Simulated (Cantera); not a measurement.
A Cantera script and its output.

```python
import numpy as np
import cantera as ct

gas = ct.Solution("gri30.yaml")
gas.TPX = 1225, 170000, {'CH4': 0.36, 'H2': 1.4, 'O2': 2.45, 'N2': 9.23, 'H2O': 0.36}
reactor = ct.IdealGasReactor(gas, energy="on", clone=False)
net = ct.ReactorNet([reactor])
net.rtol, net.atol = 1e-08, 1e-16
show = ['CH4', 'H2', 'O2', 'CH2CO', 'C2H', 'C2H6']
times = np.geomspace(1e-06, 1, 10)

steps = ct.SolutionArray(gas, extra=["t"])
rows = []
print(f"{'t/s':>10s}{'T/K':>9s}{'P/Pa':>11s}" + "".join(f"{s:>11s}" for s in show))
for t in times:
    while net.time < t:
        t_next = net.step()
        steps.append(gas.state, t=t_next)
    rows.append([np.interp(t, steps.t, y) for y in (steps.T, steps.P, *steps(*show).X.T)])
    print(f"{t:10.3e}{rows[-1][0]:9.1f}{rows[-1][1]:11.4g}" + "".join(f"{x:11.3e}" for x in rows[-1][2:]))
rate = np.gradient(steps.T, steps.t)
print("integrator steps:", len(steps.t))
if steps.T.max() > steps.T[0] + 200:
    print(f"time of steepest temperature rise: {steps.t[rate.argmax()]:.4e} s")
gas.TPX = 1225, 170000, {'CH4': 0.36, 'H2': 1.4, 'O2': 2.45, 'N2': 9.23, 'H2O': 0.36}
gas.equilibrate("UV")
print(f"equilibrium (UV): T = {gas.T:.1f} K  " + "  ".join(f"{s} {gas[s].X[0]:.3e}" for s in show))
```

Result:

```
       t/s      T/K       P/Pa        CH4         H2         O2      CH2CO        C2H       C2H6
 1.000e-06   1225.0    1.7e+05  2.609e-02  1.014e-01  1.775e-01  1.318e-28  1.466e-38  4.162e-17
 4.642e-06   1225.0    1.7e+05  2.609e-02  1.014e-01  1.775e-01  3.744e-23  1.754e-33  4.254e-14
 2.154e-05   1225.0    1.7e+05  2.609e-02  1.014e-01  1.775e-01  2.378e-16  8.574e-26  8.024e-10
 1.000e-04   2554.5  3.409e+05  2.115e-17  4.716e-03  7.589e-02  1.109e-19  5.198e-23  1.016e-32
 4.642e-04   2603.9  3.463e+05  1.316e-17  3.355e-03  7.498e-02  4.125e-20  2.278e-23  2.235e-33
 2.154e-03   2593.9  3.449e+05  1.231e-17  3.281e-03  7.232e-02  3.714e-20  1.897e-23  1.982e-33
 1.000e-02   2582.3  3.432e+05  1.136e-17  3.197e-03  6.927e-02  3.266e-20  1.525e-23  1.715e-33
 4.642e-02   2581.7  3.431e+05  1.131e-17  3.193e-03  6.911e-02  3.242e-20  1.506e-23  1.701e-33
 2.154e-01   2581.7  3.431e+05  1.131e-17  3.193e-03  6.911e-02  3.242e-20  1.506e-23  1.701e-33
 1.000e+00   2581.7  3.431e+05  1.131e-17  3.193e-03  6.911e-02  3.242e-20  1.506e-23  1.701e-33
integrator steps: 1624
time of steepest temperature rise: 7.1925e-05 s
equilibrium (UV): T = 2581.7 K  CH4 1.590e-17  H2 3.193e-03  O2 6.911e-02  CH2CO 3.976e-20  C2H 1.668e-23  C2H6 2.907e-33
```

Detailed kinetics in Cantera: GRI-Mech 3.0 (53 species, 325 reactions).
